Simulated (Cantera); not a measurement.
A perfectly stirred reactor is fed with H2 : O2 : N2 = 0.83 : 1 : 0.86 (molar parts), at 0.612 atm; it is held at 1400 K, and followed from long to short residence time.

Cantera simulation using GRI-Mech 3.0 (53 species, 325 reactions); the numbers are that mechanism's predictions, not measurements. The temperature is held fixed by assumption; the heat of reaction is taken as removed at once.

Q: Predict: x(H2) at τ = 4.80 s; x(O2) at τ = 4.80 s; x(H) at τ = 4.80 s; x(O) at τ = 4.80 s; x(NO) at τ = 4.80 s; x(H2) at τ = 0.130 s; x(O2) at τ = 0.130 s; x(H) at τ = 0.130 s; x(O) at τ = 0.130 s; x(NO) at τ = 0.130 s.

A: 
```json
{
  "x(H2) at τ = 4.80 s": "2.37e-5",
  "x(O2) at τ = 4.80 s": "0.257",
  "x(H) at τ = 4.80 s": "2.57e-7",
  "x(O) at τ = 4.80 s": "8.02e-6",
  "x(NO) at τ = 4.80 s": "6.51e-7",
  "x(H2) at τ = 0.130 s": "0.000262",
  "x(O2) at τ = 0.130 s": "0.257",
  "x(H) at τ = 0.130 s": "9.55e-6",
  "x(O) at τ = 0.130 s": "9.38e-5",
  "x(NO) at τ = 0.130 s": "7.09e-7"
}
```
